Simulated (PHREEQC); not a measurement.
HNO3 is added in steps, without added water, to 1 kg of water holding 0.28 mol AgF and 0.0046 mol Zn(NO3)2, at 25 °C. Oxygen is held at 0.21 atm. The system is closed to CO2. Precipitation was switched off in this run.

Base run: PHREEQC, ion-association model, wateq4f.dat. Each further column changes one thing. The table gives F- (mol/kgw).

```tsv
HNO3 added (mol)	base	AgF from 0.28 to 0.14 mol/kgw	Zn(NO3)2 left out	Zn(NO3)2 replaced by Ba(NO3)2 at the same molality	solids may form
0	0.222	0.120	0.224	0.224	0.222
0.023	0.196	0.0950	0.197	0.197	0.196
0.0345	0.183	0.0836	0.184	0.185	0.183
0.0575	0.159	0.0625	0.160	0.161	0.159
0.069	0.148	0.0529	0.149	0.149	0.148
0.092	0.127	0.0351	0.128	0.128	0.127
0.1035	0.117	0.0271	0.118	0.118	0.117
0.1265	0.0985	0.0136	0.0992	0.0994	0.0985
0.138	0.0897	0.00880	0.0904	0.0905	0.0897
0.161	0.0731	0.00397	0.0737	0.0738	0.0731
0.1725	0.0653	0.00296	0.0658	0.0659	0.0653
0.1955	0.0505	0.00194	0.0509	0.0510	0.0505
0.207	0.0436	0.00165	0.0439	0.0440	0.0436
0.23	0.0308	0.00128	0.0309	0.0310	0.0308
```

In at least one series the solution becomes supersaturated in solids that the run did not let form, among them Ag2O. wateq4f.dat counts part of the HF as a dimer, H2F2, which phreeqc.dat doesn't know; its constant is uncertain. Solids allowed in the column 'solids may form': Zn(OH)2-a, Ag2O, ZnF2.
